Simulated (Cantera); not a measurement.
Adiabatic ignition

An adiabatic, constant-volume homogeneous reactor starts with 16.5 % CH4, 16.2 % O2, 61.2 % N2, 6.15 % CO2, equivalence ratio 2.0, at 1675 K and 0.610 bar.

Detailed kinetics in Cantera: GRI-Mech 3.0 (53 species, 325 reactions).

```
t (s)     T (K)  P (bar)     x CH4      x O2   x CO2   x CH2CO    x NO2     x HCO     x N2O
--------  -----  -------  --------  --------  ------  --------  -------  --------  --------
6.00e-6    1675    0.610     0.165     0.162  0.0615    <1e-12   <1e-12  1.18e-11  9.48e-12
1.28e-5    1675    0.610     0.164     0.162  0.0615    <1e-12   <1e-12  6.80e-11  3.60e-11
2.72e-5    1675    0.610     0.164     0.162  0.0615  9.26e-12   <1e-12  4.57e-10  1.36e-10
5.79e-5    1674    0.610     0.164     0.162  0.0615  5.41e-10   <1e-12   3.90e-9  4.68e-10
0.000123   1675    0.610     0.164     0.162  0.0615   4.04e-8   <1e-12   4.26e-8   1.36e-9
0.000262   1683    0.614     0.159     0.160  0.0615   4.41e-6   <1e-12   6.95e-7   5.15e-9
0.000558   2789     1.20   1.55e-9  0.000177  0.0301  8.41e-11  1.40e-8   3.43e-7   6.23e-8
0.00119    2723     1.17  3.26e-12  0.000356  0.0303    <1e-12  2.00e-8   3.87e-7   4.59e-8
0.00253    2721     1.17  3.26e-12  0.000352  0.0302    <1e-12  2.85e-8   3.86e-7   4.96e-8
0.00538    2720     1.17  3.29e-12  0.000349  0.0302    <1e-12  3.36e-8   3.85e-7   5.25e-8
0.0114     2719     1.17  3.29e-12  0.000348  0.0302    <1e-12  3.44e-8   3.85e-7   5.30e-8
0.0244     2719     1.17  3.29e-12  0.000348  0.0302    <1e-12  3.44e-8   3.85e-7   5.30e-8
0.0519     2719     1.17  3.29e-12  0.000348  0.0302    <1e-12  3.44e-8   3.85e-7   5.30e-8
0.110      2719     1.17  3.29e-12  0.000348  0.0302    <1e-12  3.44e-8   3.85e-7   5.30e-8
0.235      2719     1.17  3.29e-12  0.000348  0.0302    <1e-12  3.44e-8   3.85e-7   5.30e-8
0.500      2719     1.17  3.29e-12  0.000348  0.0302    <1e-12  3.44e-8   3.85e-7   5.30e-8
```
x: mole fraction; the columns are a selection and need not sum to one.

| Quantity | Result |
|---|---|
| time of steepest temperature rise | 0.479 ms |
| temperature at 0.500 s | 2719 K |
| equilibrium temperature | 2719 K |
| x(CH4) at 0.500 s | 3.29e-12 (gas-phase equilibrium 3.76e-12) |
| x(O2) at 0.500 s | 0.000348 (gas-phase equilibrium 0.000348) |
| x(CO2) at 0.500 s | 0.0302 (gas-phase equilibrium 0.0302) |
